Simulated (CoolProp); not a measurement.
Properties of octamethyltrisiloxane (MDM) along the isobar 1790 kPa (Tc = 565.4 K, pc = 1438 kPa, ω = 0.528).

Values from CoolProp's reference Helmholtz-energy equation of state, Thol 2017.

```json
[
 {"T (K)": "463", "phase": "liquid", "density (kg/m³)": "635.6", "cp (kJ/(kg K))": "2.201", "speed of sound (m/s)": "427.3", "fugacity coefficient": "0.1396"},
 {"T (K)": "471.6", "phase": "liquid", "density (kg/m³)": "623.9", "cp (kJ/(kg K))": "2.226", "speed of sound (m/s)": "403.3", "fugacity coefficient": "0.1636"},
 {"T (K)": "480.2", "phase": "liquid", "density (kg/m³)": "611.7", "cp (kJ/(kg K))": "2.252", "speed of sound (m/s)": "379.3", "fugacity coefficient": "0.1899"},
 {"T (K)": "488.8", "phase": "liquid", "density (kg/m³)": "599.0", "cp (kJ/(kg K))": "2.279", "speed of sound (m/s)": "355.4", "fugacity coefficient": "0.2187"},
 {"T (K)": "497.5", "phase": "liquid", "density (kg/m³)": "585.5", "cp (kJ/(kg K))": "2.308", "speed of sound (m/s)": "331.2", "fugacity coefficient": "0.2501"},
 {"T (K)": "506.1", "phase": "liquid", "density (kg/m³)": "571.3", "cp (kJ/(kg K))": "2.340", "speed of sound (m/s)": "307.1", "fugacity coefficient": "0.2834"},
 {"T (K)": "514.7", "phase": "liquid", "density (kg/m³)": "556.2", "cp (kJ/(kg K))": "2.374", "speed of sound (m/s)": "282.8", "fugacity coefficient": "0.3187"},
 {"T (K)": "523.3", "phase": "liquid", "density (kg/m³)": "539.9", "cp (kJ/(kg K))": "2.414", "speed of sound (m/s)": "258.0", "fugacity coefficient": "0.3560"},
 {"T (K)": "531.9", "phase": "liquid", "density (kg/m³)": "522.1", "cp (kJ/(kg K))": "2.460", "speed of sound (m/s)": "232.5", "fugacity coefficient": "0.3948"},
 {"T (K)": "540.5", "phase": "liquid", "density (kg/m³)": "502.2", "cp (kJ/(kg K))": "2.519", "speed of sound (m/s)": "206.0", "fugacity coefficient": "0.4351"},
 {"T (K)": "549.2", "phase": "liquid", "density (kg/m³)": "479.0", "cp (kJ/(kg K))": "2.601", "speed of sound (m/s)": "177.6", "fugacity coefficient": "0.4767"},
 {"T (K)": "557.8", "phase": "liquid", "density (kg/m³)": "451.0", "cp (kJ/(kg K))": "2.727", "speed of sound (m/s)": "147.1", "fugacity coefficient": "0.5183"},
 {"T (K)": "566.4", "phase": "supercritical", "density (kg/m³)": "413.7", "cp (kJ/(kg K))": "2.975", "speed of sound (m/s)": "113.1", "fugacity coefficient": "0.5596"},
 {"T (K)": "575", "phase": "supercritical", "density (kg/m³)": "352.2", "cp (kJ/(kg K))": "3.721", "speed of sound (m/s)": "75.52", "fugacity coefficient": "0.5991"}
]
```
